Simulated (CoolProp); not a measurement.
Vapour-liquid equilibrium of R143a (1) + R152A (2) at 0.162 MPa; x and y are mole fractions of (1).

Computed with CoolProp (multi-fluid Helmholtz-energy mixture model, Lemmon and Jacobsen 2000 and Outcalt 1996; pair parameters Bell 2016).

| x | bubble temperature (°C) | y at the bubble point | dew temperature at overall composition x (°C) | liquid density (mol/L) |
|---|---|---|---|---|
| 0.05 | -15.3 | 0.134 | -13.8 | 14.91 |
| 0.2 | -21.2 | 0.415 | -16.6 | 14.74 |
| 0.35 | -25.4 | 0.593 | -19.7 | 14.53 |
| 0.5 | -28.8 | 0.720 | -23.1 | 14.30 |
| 0.65 | -31.6 | 0.819 | -26.9 | 14.07 |
| 0.8 | -34.0 | 0.902 | -31.0 | 13.84 |
| 0.95 | -36.1 | 0.977 | -35.4 | 13.61 |

No azeotrope shows between x = 0.05 and 0.95.

Pair parameters are fitted to limited data, so mixtures are less certain than the pure fluids.
